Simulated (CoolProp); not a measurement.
Saturation properties of isobutene (Tc = 144.9 °C, pc = 4.016 MPa, ω = 0.193).

The numbers come from the reference Helmholtz-energy equation of state, Lemmon 2005 in CoolProp. It is a short technical equation, of lower accuracy than the large ones.

```json
[
 {"T (°C)": "-2.05", "p (MPa)": "0.1225", "liquid density (kg/m³)": "620.8", "vapour density (kg/m³)": "3.205", "enthalpy of vaporisation (kJ/kg)": "386.9", "surface tension (mN/m)": "15.1"},
 {"T (°C)": "9.65", "p (MPa)": "0.1862", "liquid density (kg/m³)": "607.1", "vapour density (kg/m³)": "4.748", "enthalpy of vaporisation (kJ/kg)": "375.3", "surface tension (mN/m)": "13.6"},
 {"T (°C)": "21.35", "p (MPa)": "0.2726", "liquid density (kg/m³)": "593.0", "vapour density (kg/m³)": "6.811", "enthalpy of vaporisation (kJ/kg)": "362.9", "surface tension (mN/m)": "12.2"},
 {"T (°C)": "33.05", "p (MPa)": "0.3865", "liquid density (kg/m³)": "578.2", "vapour density (kg/m³)": "9.513", "enthalpy of vaporisation (kJ/kg)": "[?]", "surface tension (mN/m)": "10.8"},
 {"T (°C)": "44.75", "p (MPa)": "0.5328", "liquid density (kg/m³)": "562.7", "vapour density (kg/m³)": "13.00", "enthalpy of vaporisation (kJ/kg)": "335.5", "surface tension (mN/m)": "9.40"},
 {"T (°C)": "56.35", "p (MPa)": "0.7151", "liquid density (kg/m³)": "546.4", "vapour density (kg/m³)": "17.40", "enthalpy of vaporisation (kJ/kg)": "320.2", "surface tension (mN/m)": "8.08"},
 {"T (°C)": "68.05", "p (MPa)": "0.9420", "liquid density (kg/m³)": "528.8", "vapour density (kg/m³)": "23.03", "enthalpy of vaporisation (kJ/kg)": "303.2", "surface tension (mN/m)": "6.79"},
 {"T (°C)": "79.75", "p (MPa)": "1.218", "liquid density (kg/m³)": "[?]", "vapour density (kg/m³)": "30.20", "enthalpy of vaporisation (kJ/kg)": "284.4", "surface tension (mN/m)": "5.54"},
 {"T (°C)": "91.45", "p (MPa)": "1.549", "liquid density (kg/m³)": "488.8", "vapour density (kg/m³)": "39.37", "enthalpy of vaporisation (kJ/kg)": "263.1", "surface tension (mN/m)": "4.35"},
 {"T (°C)": "103.05", "p (MPa)": "1.940", "liquid density (kg/m³)": "465.4", "vapour density (kg/m³)": "[?]", "enthalpy of vaporisation (kJ/kg)": "238.6", "surface tension (mN/m)": "3.22"},
 {"T (°C)": "114.75", "p (MPa)": "[?]", "liquid density (kg/m³)": "437.8", "vapour density (kg/m³)": "67.42", "enthalpy of vaporisation (kJ/kg)": "209.2", "surface tension (mN/m)": "2.15"}
]
```

Q: Fill in the missing entries.

A: 
- 33.05, enthalpy of vaporisation (kJ/kg): 349.7
- 79.75, liquid density (kg/m³): 509.8
- 103.05, vapour density (kg/m³): 51.24
- 114.75, p (MPa): 2.404

It boils at -7.0 °C under 1 atm.

Surface tension comes from a separate correlation (Mulero 2012).
